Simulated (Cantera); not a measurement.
An isothermal, constant-pressure homogeneous reactor starts with CH4 : N2 = 1 : 77 (molar parts), at 1450 K and 0.00148 atm. Integrator tolerance rtol = 1e-08.

Model: GRI-Mech 3.0 (53 species, 325 reactions), integrated in Cantera. GRI-Mech 3.0 stops at C3 and has no aromatics, soot or wall deposition, so with more carbon than oxygen in the feed, carbon stays in small species such as C2H2 where larger ones or solid carbon would form. Radical loss at walls, strong at low pressure, is not modelled.

```json
[
 {"quantity": "x(CH4) at 100 s", "before": "0.00648 (gas-phase equilibrium 1.43e-7)", "after": "0.00202 (gas-phase equilibrium 4.49e-9)"},
 {"quantity": "x(H) at 100 s", "before": "5.18e-6 (gas-phase equilibrium 3.39e-5)", "after": "1.60e-6 (gas-phase equilibrium 1.67e-5)"},
 {"quantity": "x(HCN) at 100 s", "before": "7.07e-8 (gas-phase equilibrium 0.0114)", "after": "4.84e-8 (gas-phase equilibrium 0.00302)"},
 {"quantity": "x(C2H2) at 100 s", "before": "0.00298 (gas-phase equilibrium 0.000606)", "after": "0.000461 (gas-phase equilibrium 4.10e-5)"},
 {"quantity": "x(C2H) at 100 s", "before": "2.29e-9 (gas-phase equilibrium 1.48e-9)", "after": "6.60e-10 (gas-phase equilibrium 2.02e-10)"},
 {"quantity": "x(C2H4) at 100 s", "before": "0.000123 (gas-phase equilibrium 8.15e-9)", "after": "6.18e-5 (gas-phase equilibrium 1.35e-10)"},
 {"quantity": "x(CH2) at 100 s", "before": "2.52e-8 (gas-phase equilibrium 7.10e-12)", "after": "1.92e-8 (gas-phase equilibrium <1e-12)"}
]
```

Problem. Name the change that produced these shifts.
(A) CH4 1 to 0.39 parts
(B) pressure from 0.00148 atm to 0.00118 atm
(C) CH4 1 to 0.24 parts
(D) CH4 1 to 1.5 parts

Solution. C, CH4 1 to 0.24 parts
